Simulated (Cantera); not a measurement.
What does this Cantera script print?

```python
import numpy as np
import cantera as ct

gas_names = """
    CL CL2 H HCL H2 N NH NH2 NH3 N2 N2H2 N2H4 Si SiCL SiCL2 SiCL3 SiCL4 SiH SiHCL3 SiH2 SiH2CL2 SiH3
    SiH3CL SiH4 SiN Si2 Si2N Si3
""".split()
cond_names = """
    NH4CL(a) NH4CL(b) Si(cr) Si(L) Si3N4(a)
""".split()


# ... load() reads the species with a 1 bar reference pressure and builds the phases ...
atoms = {
    'SiH2Cl2': {'Si': 1, 'H': 2, 'CL': 2},
    'N2': {'N': 2},
}
top_T = {'Si3N4(a)': 2400}  # K; cautious upper limits of use, not melting points


# ... equilibrate(T, P, feed) seeds the gas with the atoms and calls Mixture.equilibrate('TP', solver="vcs", rtol=1e-11, max_steps=5000) ...
results = []
feed = {'SiH2Cl2': 1, 'N2': 0.28}  # mol
T = 1150  # K
P = 12000  # Pa
mix = equilibrate(T, P, feed)
results.append((T, P, feed, dict(zip(mix.species_names, mix.species_moles))))
print(gas.report(threshold=0.0001))
for i in range(1, mix.n_phases):
    print(f"{mix.phase(i).name:16s} {mix.phase_moles(i):12.5e} mol")
```

Result:

```
       temperature   1150 K
          pressure   12000 Pa
           density   0.072156 kg/m^3
  mean mol. weight   57.494 kg/kmol
   phase of matter   gas

                          1 kg             1 kmol
                     ---------------   ---------------
          enthalpy       -2.8605e+06       -1.6446e+08  J
   internal energy       -3.0268e+06       -1.7403e+08  J
           entropy              5172        2.9736e+05  J/K
    Gibbs function       -8.8084e+06       -5.0643e+08  J
 heat capacity c_p            959.71             55178  J/K
 heat capacity c_v             815.1             46863  J/K

                      mass frac. Y      mole frac. X     chem. pot. / RT
                     ---------------   ---------------   ---------------
               HCL           0.03844          0.060621           -39.221
                H2          0.021068           0.60085           -20.494
             SiCL2           0.02317          0.013458            -61.91
             SiCL3          0.041399          0.017705           -90.885
             SiCL4           0.75283           0.25478           -119.86
            SiHCL3           0.12081          0.051282           -101.13
           SiH2CL2         0.0022756         0.0012954           -82.404
     [  +21 minor]        1.0262e-05          9.08e-06

Si(cr)            6.56029e-02 mol
Si3N4(a)          1.40000e-01 mol
```

Equilibrium computed with Cantera from the NASA thermochemical tables; the gas is ideal and each condensed phase is pure. N2 is the only nitrogen source here; it is nearly inert below about 1500 K, so the nitride shown seldom forms there in practice. Mutual solubility and eutectic melting of coexisting phases are not modelled. The tables' values for SiCl3 are old estimates; treat these amounts as uncertain.
